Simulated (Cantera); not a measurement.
Charge: 1 mol SiC, 0.0084 mol H2O, 50 mol N2, held at 825 °C and 1.33 mbar.

Cantera equilibrium calculation (NASA polynomials, part measured and part estimated; ideal gas, pure solids and liquids). Candidate condensed phases: C, C6H6, C7H8, C8H18, H2O, Si, SiC, SiO2, Si2N2O, Si3N4; 151 gas species. N2 is the only nitrogen source here; it is nearly inert below about 1500 K, so the nitride shown seldom forms there in practice. Mutual solubility and eutectic melting of coexisting phases are not modelled. The numbers say what is thermodynamically allowed, not how fast it happens.

Base state: N2 1.000, H2 0.000170 (mole fractions); condensed: C(graphite) + Si2N2O(s) + Si3N4(s).

What changes in the equilibrium state with this change: SiC replaced by Si3N4?


| species | before | after |
|---|---|---|
| N2 | 1.000 | 1.000 |
| H2 | 0.000170 | 0.000168 |
| C(graphite), mol | 1.000 | 0 |
| Si2N2O(s), mol | 0.00838 | 0.00840 |
| Si3N4(s), mol | 0.328 | 0.994 |
